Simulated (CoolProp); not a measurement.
Oxygen along the isobar 2.1 MPa: density (kg/m³) from the reference equation and from simpler models built on Tc = -118.6 °C, pc = 5.046 MPa, ω = 0.022; each cubic takes its own stable root.

Values from CoolProp's reference Helmholtz-energy equation of state, Schmidt 1985.

```tsv
T (°C)	phase	reference
-176.05	liquid	1111
-166.15	liquid	1058
-156.25	liquid	999.8
-146.35	liquid	931.2
-136.45	gas	78.92
-126.55	gas	68.02
-116.75	gas	60.77
-106.85	gas	55.27
-96.95	gas	50.91
-87.05	gas	47.31
-77.15	gas	44.28
-67.35	gas	41.69
-57.45	gas	39.41
-47.55	gas	37.39
-37.65	gas	35.59
```

**Question.** How far does each simpler model (van der Waals, Redlich-Kwong, Soave-Redlich-Kwong, Peng-Robinson) lie from the reference over these 15 states: mean and median of the absolute difference, and the worst?

**Answer.** 
- van der Waals: mean 13.3 %, median 0.8 %, worst -90.8 % at -146.35 °C and 2.1 MPa
- Redlich-Kwong: mean 0.6 %, median 0.2 %, worst -4.1 % at -146.35 °C and 2.1 MPa
- Soave-Redlich-Kwong: mean 0.6 %, median 0.2 %, worst -4.5 % at -146.35 °C and 2.1 MPa
- Peng-Robinson: mean 4.0 %, median 1.8 %, worst +12.6 % at -176.05 °C and 2.1 MPa

At some of these states van der Waals gives the other phase, because its saturation line lies elsewhere.
